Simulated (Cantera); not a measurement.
**Silicon carbide growth: (CH3)2SiCl2 + H2**

Charge: 1 mol (CH3)2SiCl2, 2000 mol H2, at 2227 °C and 0.150 bar.

Cantera equilibrium calculation (NASA polynomials, part measured and part estimated; ideal gas, pure solids and liquids). Candidate condensed phases: C, C6H6, C7H8, C8H18, Si, SiC; 109 gas species. The feed counts by its element totals alone. Gases not in the tables: Si2H6 and higher silanes. Equilibrium is a limit: real reactors are often held back by kinetics, nucleation or transport.

| Property | Result |
|---|---|
| x(H2) | 0.935 |
| x(H) | 0.0628 |
| x(HCl) | 0.000922 |
| x(C2H2 (acetylene)) | 0.000469 |
| x(Si) | 0.000421 |
| x(Cl) | 4.37e-5 |
| x(SiH) | 4.17e-5 |
| x(SiH2) | 1.27e-5 |
| x(CH3) | 5.12e-6 |
| gas amount | 2070 mol |
| log10 activity of C(graphite) (absent) | -0.67 |
| log10 activity of Si(l) (absent) | -1.88 |
